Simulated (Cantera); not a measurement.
# Low-pressure radical oxidation in H2/O2

An isothermal, constant-pressure homogeneous reactor starts with 18.7 % H2, 81.3 % O2, at 1400 K and 0.00550 bar.

Computed with Cantera and the H2/O2 subset of GRI-Mech 3.0, which has no nitrogen chemistry. Radical loss at walls, strong at low pressure, is not modelled. The temperature is held fixed by assumption; the heat of reaction is taken as removed at once.

```
t (s)         x H2   x O2    x HO2       x O    x H2O2     x H2O       x H
--------  --------  -----  -------  --------  --------  --------  --------
3.00e-6      0.187  0.813  4.40e-9  1.11e-10    <1e-12  3.52e-12   4.29e-9
8.68e-6      0.187  0.813  1.27e-8  8.85e-10  1.58e-12  8.05e-11   1.19e-8
2.51e-5      0.187  0.813  3.68e-8   6.56e-9  1.31e-11   1.71e-9   3.20e-8
7.27e-5      0.187  0.813  1.07e-7   4.48e-8  1.09e-10   3.23e-8   9.42e-8
0.000211     0.187  0.813  3.08e-7   4.18e-7  8.96e-10   6.85e-7   5.77e-7
0.000609     0.187  0.813  8.89e-7   3.67e-5   7.03e-9   8.30e-5   4.71e-5
0.00176     0.0140  0.696  2.14e-6    0.0798   9.78e-8     0.136    0.0553
0.00510    0.00883  0.691  2.13e-6    0.0878   8.01e-8     0.145    0.0510
0.0148     0.00842  0.698  2.17e-6    0.0820   8.18e-8     0.149    0.0463
0.0428     0.00722  0.715  2.23e-6    0.0672   8.53e-8     0.160    0.0347
0.124      0.00439  0.750  2.19e-6    0.0379   8.47e-8     0.181    0.0149
0.358      0.00119  0.781  1.47e-6   0.00977   5.73e-8     0.199   0.00196
1.04      0.000168  0.791  4.48e-7   0.00136   2.28e-8     0.205  0.000101
3.00       2.50e-5  0.793  1.14e-7  0.000201   7.70e-9     0.206   5.80e-6
```
x: mole fraction; the columns are a selection and need not sum to one.

Equilibrium at this temperature and pressure: H2 1.42e-6, O2 0.794, HO2 9.58e-8, O 1.14e-5, H2O2 1.52e-9, H2O 0.206, H 7.87e-8 (gas phase only).
